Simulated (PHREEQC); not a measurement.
1 kg of water holding 66 mmol/kgw Na2SO4, 43 mmol/kgw Na2B4O7, 16 mmol/kgw Na2CO3 and 5 mmol/kgw NaCl is evaporated at 20 °C; the solids stay in contact with the brine. The system is closed to CO2. Solids allowed: Burkeite, Halite, Mirabilite, Nahcolite, Natron, Thenardite, Trona, Borax, Boric_acid,s, NaBO2:4H2O, NaB5O8:5H2O, Teepleite. Others were left out.

All values are PHREEQC results (Pitzer model, pitzer.dat), not measurements.

```
water left (kg)  ionic strength  water activity  Mirabilite (mol)  Borax (mol)  Burkeite (mol)  Trona (mol)  Cl in solution (mol/kgw)     pH
---------------  --------------  --------------  ----------------  -----------  --------------  -----------  ------------------------  -----
1                         0.331           0.993                 0            0               0            0                   0.00500   9.30
0.8221                    0.405           0.992                 0            0               0            0                   0.00608      …
0.676                     0.497           0.990                 0            0               0            0                   0.00740   9.33
0.5559                    0.609           0.989                 0            0               0            0                   0.00899      …
0.4572                    0.746           0.987                 0            0               0            0                    0.0109   9.36
0.3078                     1.01           0.983                 0       0.0134               0            0                    0.0162   9.42
0.2523                     1.17           0.981                 0       0.0198               0            0                    0.0198   9.46
0.2066                     1.38           0.979                 0       0.0246               0            0                    0.0242   9.51
0.1692                     1.64           0.976                 0       0.0284               0            0                    0.0296   9.55
0.1384                     1.96               …                 0       0.0312               0            0                    0.0361   9.60
0.1132                     2.35           0.968                 0       0.0333               0            0                    0.0442   9.65
0.09245                       …           0.963                 0       0.0350               0            0                    0.0541      …
0.0754                     3.46           0.956                 0       0.0364               0            0                    0.0663   9.74
0.06141                    4.21           0.948                 0       0.0374               0            0                    0.0814   9.78
0.0496                     5.08           0.938           0.00178       0.0383               0            0                     0.101   9.83
0.03699                       …           0.933            0.0192       0.0392               0            0                     0.135   9.92
0.01826                    6.57           0.914            0.0445       0.0408               0            0                     0.274  10.14
0.01142                    8.15           0.887            0.0533       0.0414               0            0                     0.438  10.28
0.006121                   12.5           0.802            0.0588       0.0418               0            0                     0.817  10.50
0.004178                   12.5           0.787            0.0499       0.0422         0.00557      2.78e-5                      1.20  10.47
0.002707                   11.5           0.781            0.0418       0.0426          0.0105            0                      1.85  10.33
```

Problem. What belongs in the gaps?

Solution. 
- 0.8221, pH: 9.31
- 0.5559, pH: 9.35
- 0.1384, water activity: 0.973
- 0.09245, ionic strength: 2.84
- 0.09245, pH: 9.69
- 0.03699, ionic strength: 5.36

Species that the database lacks are ignored.
